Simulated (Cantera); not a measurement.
Input: 1 mol B2H6, 120 mol H2, held at 0.0890 bar.

Method: chemical equilibrium by Gibbs-energy minimisation in Cantera with the NASA 1993 tables (ideal gas, pure condensed phases). Candidate condensed phases: B; 7 gas species. The feed counts by its element totals alone. Gases not in the tables: B2H6 and higher boranes. The numbers say what is thermodynamically allowed, not how fast it happens.

Problem. What share of the B ends up in condensed phases as a function of T (K), at 1775, 1825, 1875, 1925, 1975, 2025, 2075, 2125, 2175, 2225, 2275?

Solution. 
| T (K) | B condensed (%) | as |
|---|---|---|
| 1775 | 99.3 | B(s) |
| 1825 | 99.0 | B(s) |
| 1875 | 98.6 | B(s) |
| 1925 | 98.1 | B(s) |
| 1975 | 97.4 | B(s) |
| 2025 | 96.6 | B(s) |
| 2075 | 95.5 | B(s) |
| 2125 | 94.2 | B(s) |
| 2175 | 92.5 | B(s) |
| 2225 | 90.5 | B(s) |
| 2275 | 87.9 | B(s) |
